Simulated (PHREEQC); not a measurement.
Make-up at 25 °C: 0.0019 mol/kgw (CH3)4NF. Closed to the air; pH follows from the charge balance.

Model: ion-association model, phreeqc.dat, run in PHREEQC.

The pH is 7.28 and the ionic strength is 0.00190 mol/kgw.

```
species   molality  activity   log γ
--------  --------  --------  ------
F-         0.00190   0.00181  -0.021
(CH3)4N+   0.00190   0.00181  -0.021
OH-        2.00e-7   1.91e-7  -0.021
HF         1.44e-7   1.44e-7   0.000
H+         5.55e-8   5.30e-8  -0.020
HF2-       1.05e-9  9.99e-10  -0.021
```

This is a speciation only: nothing precipitates in the calculation. (CH3)4N+ isn't in the database: it is added as a free cation with an ion size of 4 Å.
